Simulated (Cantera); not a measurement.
Mixture: 8.64 % CH4, 19.2 % O2, 72.2 % N2, equivalence ratio 0.90, at 0.987 atm, adiabatic and at constant pressure. Ignition delay is the time to a rise of 400 K.

Detailed kinetics in Cantera: GRI-Mech 3.0 (53 species, 325 reactions).

Question: Predict: delay at 1425 K; delay at 1500 K; delay at 1575 K; delay at 1650 K; delay at 1725 K; apparent activation energy between 1575 and 1725 K.

Answer: 
```
Quantity                                                Result
--------------------------------------------------  ----------
delay at 1425 K                                        2.48 ms
delay at 1500 K                                        1.13 ms
delay at 1575 K                                       0.563 ms
delay at 1650 K                                       0.305 ms
delay at 1725 K                                       0.178 ms
apparent activation energy between 1575 and 1725 K  170 kJ/mol
```
